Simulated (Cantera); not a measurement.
A closed system holds: 1 mol PbO, 0.11 mol H2, 4.2 mol N2, 1.1 mol CO.

Method: chemical equilibrium by Gibbs-energy minimisation in Cantera with the NASA 1993 tables (ideal gas, pure condensed phases). Candidate condensed phases: C, C6H6, C7H8, C8H18, H2O, Pb, PbO, PbO2, Pb3O4; 139 gas species. Kinetics and transport are ignored.

Stable condensed phases, one row left out:

```
T in °C \ P in Pa
              10      32     100     320    1000    3200   10000   32000  100000  320000 1000000
   1250        A       A       A       A       A       A       A       B       B       B       B
   1200        A       A       A       A       A       A       A       B       B       B       B
   1150        A       A       A       A       A       A       B       B       B       B       B
   1100        A       A       A       A       A       A       B       B       B       B       B
   1050        A       A       A       A       A       B       B       B       B       B       B
   1000        A       A       A       A       A       B       B       B       B       B       B
    950        A       A       A       A       B       B       B       B       B       B       B
    900        A       A       A       B       B       B       B       B       B       B       B
    800        A       A       B       B       B       B       B       B       B       B       B
```

A: gas only; B: Pb.

### Question
Give the row for 850 °C.

### Answer
10: gas only; 32: gas only; 100: gas only; 320: Pb; 1000: Pb; 3200: Pb; 10000: Pb; 32000: Pb; 100000: Pb; 320000: Pb; 1000000: Pb.
